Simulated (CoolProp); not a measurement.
Vapour-liquid equilibrium of diethyl ether (1) + acetone (2) at 0.03 MPa; x and y are mole fractions of (1).

Model: multi-fluid Helmholtz-energy mixture model, Thol 2014 and Lemmon 2006; pair parameters Bell 2016, in CoolProp.

Problem. Give the bubble temperature and the first vapour's composition at x = 0.2, 0.35, 0.65. Is there an azeotrope?

Solution. x = 0.2: 287.9 K, y = 0.474; x = 0.35: 283.5 K, y = 0.639; x = 0.65: 279.2 K, y = 0.803. No azeotrope shows between x = 0.05 and 0.95.

The pair parameters rest on a limited set of measurements; away from them the model extrapolates.
